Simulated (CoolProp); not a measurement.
Values from CoolProp's reference Helmholtz-energy equation of state, Zhou 2012.

**Question.** Give the vapour pressure (bar), vapour density (kg/m³), enthalpy of vaporisation (kJ/kg), liquid cp (kJ/(kg K)) of saturated o-xylene at 594 K.

**Answer.** 
```
T (K)  p (bar)  vapour density (kg/m³)  enthalpy of vaporisation (kJ/kg)  liquid cp (kJ/(kg K))
-----  -------  ----------------------  --------------------------------  ---------------------
594       24.0                    90.1                               166                   3.41
```
